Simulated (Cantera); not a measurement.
A freely propagating, adiabatic, planar premixed flame of H2 : O2 : N2 = 1 : 0.333 : 1.4 (molar parts), unburnt at 448 K and 2180 Torr; mixture-averaged transport, grid criteria slope 0.08 and curve 0.16, no radiation.

Computed with Cantera and the H2/O2 subset of GRI-Mech 3.0, which has no nitrogen chemistry. The hydrogen kinetics of GRI-Mech 3.0 are dated; newer H2 mechanisms differ, most at raised pressure. Burning velocities carry a grid error of a few per cent, more on coarse grids.

### Question
Predict: laminar burning velocity; thermal thickness; peak x(H2O2); peak x(OH); peak x(O).

### Answer
| Item | Value |
|---|---|
| laminar burning velocity | 515 cm/s |
| thermal thickness | 0.0997 mm |
| peak x(H2O2) | 8.08e-5 |
| peak x(OH) | 0.00787 |
| peak x(O) | 0.00428 |
